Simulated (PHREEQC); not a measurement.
Acid rinse or clean: an equilibrium model

Solution (25 °C): 0.044 mol HNO3 and 0.0006 mol CaCl2 per kg of water. Closed to the air; pH follows from the charge balance.

All values are PHREEQC results (ion-association model, phreeqc.dat), not measurements.

This is a speciation only: nothing precipitates in the calculation.

Predict the pH.

pH 1.42.
